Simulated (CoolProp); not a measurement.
Vapour-liquid equilibrium of CH2F2 (R32) (1) + R1234ze(E) (2) at 182.2 K; x and y are mole fractions of (1).

Values from CoolProp's multi-fluid Helmholtz-energy mixture model, Tillner-Roth 1997 and Thol 2016; pair parameters Bell 2023.

```json
[
 {"x": "0.05", "bubble pressure (MPa)": "0.001673", "y at the bubble point": "0.471", "dew pressure at overall composition x (MPa)": "0.0009757", "liquid density (mol/L)": "13.29"},
 {"x": "0.15", "bubble pressure (MPa)": "0.002860", "y at the bubble point": "0.718", "dew pressure at overall composition x (MPa)": "0.001083", "liquid density (mol/L)": "14.00"},
 {"x": "0.25", "bubble pressure (MPa)": "0.003777", "y at the bubble point": "0.806", "dew pressure at overall composition x (MPa)": "0.001217", "liquid density (mol/L)": "14.78"},
 {"x": "0.35", "bubble pressure (MPa)": "0.004518", "y at the bubble point": "0.853", "dew pressure at overall composition x (MPa)": "0.001389", "liquid density (mol/L)": "15.66"},
 {"x": "0.45", "bubble pressure (MPa)": "0.005146", "y at the bubble point": "0.884", "dew pressure at overall composition x (MPa)": "0.001617", "liquid density (mol/L)": "16.64"},
 {"x": "0.55", "bubble pressure (MPa)": "0.005706", "y at the bubble point": "0.908", "dew pressure at overall composition x (MPa)": "0.001932", "liquid density (mol/L)": "17.75"},
 {"x": "0.65", "bubble pressure (MPa)": "0.006234", "y at the bubble point": "0.929", "dew pressure at overall composition x (MPa)": "0.002397", "liquid density (mol/L)": "19.02"},
 {"x": "0.75", "bubble pressure (MPa)": "0.006762", "y at the bubble point": "0.948", "dew pressure at overall composition x (MPa)": "0.003141", "liquid density (mol/L)": "20.48"},
 {"x": "0.85", "bubble pressure (MPa)": "0.007314", "y at the bubble point": "0.968", "dew pressure at overall composition x (MPa)": "0.004466", "liquid density (mol/L)": "22.17"},
 {"x": "0.95", "bubble pressure (MPa)": "0.007908", "y at the bubble point": "0.989", "dew pressure at overall composition x (MPa)": "0.006809", "liquid density (mol/L)": "24.17"}
]
```

No azeotrope shows between x = 0.05 and 0.95.

Pair parameters are fitted to limited data, so mixtures are less certain than the pure fluids.
